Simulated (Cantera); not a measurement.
Catalytic combustion on Pt

An isothermal plug-flow reactor at 525 K and 0.240 bar (inlet), inlet velocity 0.68 m/s, active area per volume 2400 1/m; feed 0.337 % H2, 17.3 % O2, 80.6 % N2, 1.73 % H2O, equivalence ratio 0.0097.

Detailed kinetics in Cantera: Deutschmann's 1995 Pt surface mechanism with GRI-Mech 3.0 gas chemistry. Catalytic surfaces can have several steady states; this one follows from the mechanism file's or the stated starting coverage. Mass transfer to the wall is taken as infinitely fast.

| z (m) | x H2 | x O2 | x H2O | θ free Pt | θ O* | θ OH* |
|---|---|---|---|---|---|---|
| 8.4e-05 | 0.00271 | 0.173 | 0.0180 | 0.0237 | 0.967 | 0.00959 |
| 0.00014 | 0.00240 | 0.173 | 0.0183 | 0.0210 | 0.970 | 0.00909 |
| 0.00023 | 0.00203 | 0.173 | 0.0187 | 0.0177 | 0.974 | 0.00843 |
| 0.00039 | 0.00159 | 0.173 | 0.0191 | 0.0139 | 0.979 | 0.00753 |
| 0.00065 | 0.00117 | 0.173 | 0.0196 | 0.0103 | 0.983 | 0.00654 |
| 0.0011 | 0.000808 | 0.172 | 0.0199 | 0.00709 | 0.987 | 0.00547 |
| 0.0018 | 0.000544 | 0.172 | 0.0202 | 0.00478 | 0.991 | 0.00452 |
| 0.003 | 0.000349 | 0.172 | 0.0204 | 0.00307 | 0.993 | 0.00364 |
| 0.005 | 0.000218 | 0.172 | 0.0205 | 0.00192 | 0.995 | 0.00289 |
| 0.0084 | 0.000133 | 0.172 | 0.0206 | 0.00118 | 0.997 | 0.00227 |
x: gas mole fraction; θ: surface coverage.
